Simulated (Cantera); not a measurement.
Charge: 1 mol SiC, 0.062 mol C, 0.026 mol H2, held at 0.000410 bar.

Cantera equilibrium calculation (NASA polynomials, part measured and part estimated; ideal gas, pure solids and liquids). Candidate condensed phases: C, C6H6, C7H8, C8H18, Si, SiC; 99 gas species. Ions and electrons are included (thermal ionisation). Kinetics and transport are ignored.

log p: log10 of the partial pressure in bar; n: condensed amount in mol.

```json
[
 {"T (°C)": "2227", "log p Si": "-3.52", "log p C": "-6.78", "log p SiC2": "-4.11", "log p C3": "-6.30", "log p e-": "-8.92", "log p Si+": "-8.92", "log p H": "-4.71", "log p C2": "-7.34", "log p Si2C": "-4.95", "n C(graphite)": "0.642"},
 {"T (°C)": "2727", "log p Si": "-3.61", "log p C": "-4.56", "log p SiC2": "-4.21", "log p C3": "-4.29", "log p e-": "-7.50", "log p Si+": "-7.49", "log p H": "-4.80", "log p C2": "-5.02", "log p Si2C": "-6.71", "n C(graphite)": "0"},
 {"T (°C)": "3227", "log p Si": "-3.69", "log p C": "-3.76", "log p SiC2": "-5.87", "log p C3": "-5.22", "log p e-": "-6.47", "log p Si+": "-6.47", "log p H": "-4.97", "log p C2": "-4.94", "log p Si2C": "-8.77", "n C(graphite)": "0"},
 {"T (°C)": "3727", "log p Si": "-3.72", "log p C": "-3.69", "log p SiC2": "?", "log p C3": "?", "log p e-": "?", "log p Si+": "?", "log p H": "-5.00", "log p C2": "?", "log p Si2C": "?", "n C(graphite)": "0"},
 {"T (°C)": "4227", "log p Si": "-3.74", "log p C": "-3.70", "log p SiC2": "?", "log p C3": "?", "log p e-": "?", "log p Si+": "?", "log p H": "-5.01", "log p C2": "?", "log p Si2C": "?", "n C(graphite)": "0"},
 {"T (°C)": "4727", "log p Si": "-3.81", "log p C": "-3.71", "log p SiC2": "-11.62", "log p C3": "-11.11", "log p e-": "-4.59", "log p Si+": "-4.59", "log p H": "-5.02", "log p C2": "-7.61", "log p Si2C": "-13.84", "n C(graphite)": "0"}
]
```

Problem. Fill in the missing entries.

Solution. 
- 4227, log p SiC2: -10.04
- 4227, log p C3: -9.49
- 4227, log p e-: -5.06
- 4227, log p Si+: -5.07
- 4227, log p C2: -6.86
- 4227, log p Si2C: -12.43
- 3727, log p SiC2: -8.15
- 3727, log p C3: -7.53
- 3727, log p e-: -5.68
- 3727, log p Si+: -5.68
- 3727, log p C2: -5.96
- 3727, log p Si2C: -10.80
